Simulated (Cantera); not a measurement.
What does this Cantera script print?

```python
import numpy as np
import cantera as ct

gas = ct.Solution("gri30.yaml")
gas.TPX = 1325, 12000, {'N2O': 1, 'H2': 0.015, 'N2': 3.2, 'H2O': 0.21}
reactor = ct.IdealGasConstPressureReactor(gas, energy="off", clone=False)
net = ct.ReactorNet([reactor])
net.rtol, net.atol = 1e-08, 1e-18
show = ['N2O', 'H2', 'HO2', 'NO', 'O2']
times = np.geomspace(0.0001, 100, 9)

steps = ct.SolutionArray(gas, extra=["t"])
rows = []
print(f"{'t/s':>10s}{'T/K':>9s}{'P/Pa':>11s}" + "".join(f"{s:>11s}" for s in show))
for t in times:
    while net.time < t:
        t_next = net.step()
        steps.append(gas.state, t=t_next)
    rows.append([np.interp(t, steps.t, y) for y in (steps.T, steps.P, *steps(*show).X.T)])
    print(f"{t:10.3e}{rows[-1][0]:9.1f}{rows[-1][1]:11.4g}" + "".join(f"{x:11.3e}" for x in rows[-1][2:]))
rate = np.gradient(steps.T, steps.t)
print("integrator steps:", len(steps.t))
if steps.T.max() > steps.T[0] + 200:
    print(f"time of steepest temperature rise: {steps.t[rate.argmax()]:.4e} s")
gas.TPX = 1325, 12000, {'N2O': 1, 'H2': 0.015, 'N2': 3.2, 'H2O': 0.21}
gas.equilibrate("TP")
print(f"equilibrium (TP): T = {gas.T:.1f} K  " + "  ".join(f"{s} {gas[s].X[0]:.3e}" for s in show))
```

It prints:

```
       t/s      T/K       P/Pa        N2O         H2        HO2         NO         O2
 1.000e-04   1325.0    1.2e+04  2.260e-01  3.388e-03  1.625e-08  7.157e-07  1.724e-06
 5.623e-04   1325.0    1.2e+04  2.258e-01  3.300e-03  9.954e-07  1.087e-05  2.014e-05
 3.162e-03   1325.0    1.2e+04  2.240e-01  1.989e-03  3.637e-06  1.263e-04  1.670e-04
 1.778e-02   1325.0    1.2e+04  2.192e-01  5.205e-05  3.579e-06  5.073e-04  1.243e-03
 1.000e-01   1325.0    1.2e+04  2.040e-01  1.255e-06  2.248e-06  2.130e-03  7.192e-03
 5.623e-01   1325.0    1.2e+04  1.381e-01  1.145e-06  6.293e-07  9.203e-03  3.329e-02
 3.162e+00   1325.0    1.2e+04  1.953e-02  1.318e-06  6.043e-08  2.093e-02  8.085e-02
 1.778e+01   1325.0    1.2e+04  2.248e-05  6.516e-08  1.002e-08  2.214e-02  8.903e-02
 1.000e+02   1325.0    1.2e+04  1.118e-07  5.982e-08  9.887e-09  2.213e-02  8.904e-02
integrator steps: 1806
equilibrium (TP): T = 1325.0 K  N2O 7.923e-09  H2 5.641e-08  HO2 1.078e-08  NO 3.353e-04  O2 9.998e-02
```

Cantera simulation using GRI-Mech 3.0 (53 species, 325 reactions); the numbers are that mechanism's predictions, not measurements. GRI-Mech 3.0 was tuned for natural gas; its chemistry of N2O as a main component is partial and can be far from experiment. The mechanism lacks the step 2 NO + O2 → 2 NO2, which can matter for NO2 below about 1400 K. The temperature is held fixed by assumption; the heat of reaction is taken as removed at once.
